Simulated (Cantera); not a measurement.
A perfectly stirred reactor is fed with 38.5 % CH4, 61.5 % H2, at 0.000240 bar; it is held at 1800 K, and followed from long to short residence time.

Model: GRI-Mech 3.0 (53 species, 325 reactions), integrated in Cantera. GRI-Mech 3.0 stops at C3 and has no aromatics, soot or wall deposition, so with more carbon than oxygen in the feed, carbon stays in small species such as C2H2 where larger ones or solid carbon would form. Radical loss at walls, strong at low pressure, is not modelled.

Q: Predict: x(CH4) at τ = 4.70 s; x(H2) at τ = 4.70 s; x(CH3) at τ = 4.70 s; x(C2H6) at τ = 4.70 s; x(H) at τ = 4.70 s; x(CH4) at τ = 30.0 ms; x(H2) at τ = 30.0 ms; x(CH3) at τ = 30.0 ms; x(C2H6) at τ = 30.0 ms; x(H) at τ = 30.0 ms.

A: x(CH4) at τ = 4.70 s: 0.115
x(H2) at τ = 4.70 s: 0.783
x(CH3) at τ = 4.70 s: 0.00494
x(C2H6) at τ = 4.70 s: 1.68e-5
x(H) at τ = 4.70 s: 0.00171
x(CH4) at τ = 30.0 ms: 0.384
x(H2) at τ = 30.0 ms: 0.615
x(CH3) at τ = 30.0 ms: 0.000549
x(C2H6) at τ = 30.0 ms: 2.61e-7
x(H) at τ = 30.0 ms: 4.61e-5
